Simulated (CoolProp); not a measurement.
Model: reference Helmholtz-energy equation of state, Setzmann 1991, in CoolProp.

Task: For methane, give the phase and the cp (kJ/(kg K)), speed of sound (m/s) at -54.85 °C and 0.0727 MPa; -54.85 °C and 0.307 MPa; -54.85 °C and 23 MPa.

Result: 
- -54.85 °C and 0.0727 MPa: gas; cp 2.11, speed of sound 387
- -54.85 °C and 0.307 MPa: gas; cp 2.14, speed of sound 384
- -54.85 °C and 23 MPa: supercritical; cp 3.82, speed of sound 777
